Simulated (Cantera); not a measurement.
# SiCl₄ + HCl + H₂ (chlorosilane synthesis and conversion)

Input: 1 mol SiCl₄, 3.2 mol HCl, 3.4 mol H₂, held at 2.30 bar.

These are equilibrium values from Cantera (NASA tables, ideal gas, pure condensed phases), not measurements of a reactor. Candidate condensed phases: Si; 19 gas species. The tables' values for SiCl₃ are old estimates; treat these amounts as uncertain. Kinetics and transport are ignored.

```tsv
T (K)	x H₂	x HCl	x SiCl₄	x SiHCl₃	x SiCl₃	x SiCl₂
800	0.447	0.421	0.131	0.000126	8.62e-8	6.27e-12
850	0.447	0.421	0.131	0.000231	4.08e-7	9.01e-11
900	0.447	0.421	0.131	0.000395	1.62e-6	9.55e-10
950	0.447	0.422	0.131	0.000636	5.55e-6	7.84e-9
1000	0.446	0.422	0.131	0.000973	1.67e-5	5.18e-8
1050	0.446	0.423	0.130	0.00143	4.51e-5	2.84e-7
1100	0.445	0.423	0.129	0.00201	0.000111	1.32e-6
1150	0.444	0.424	0.129	0.00274	0.000251	5.36e-6
1200	0.443	0.425	0.127	0.00361	0.000527	1.91e-5
1250	0.442	0.427	0.126	0.00463	0.00104	6.11e-5
1300	0.440	0.429	0.124	0.00578	0.00191	0.000176
```
x: gas mole fraction; nothing condenses.

From 800 K to 1300 K nothing is condensed. The main Si-bearing gas is SiCl₄ throughout.
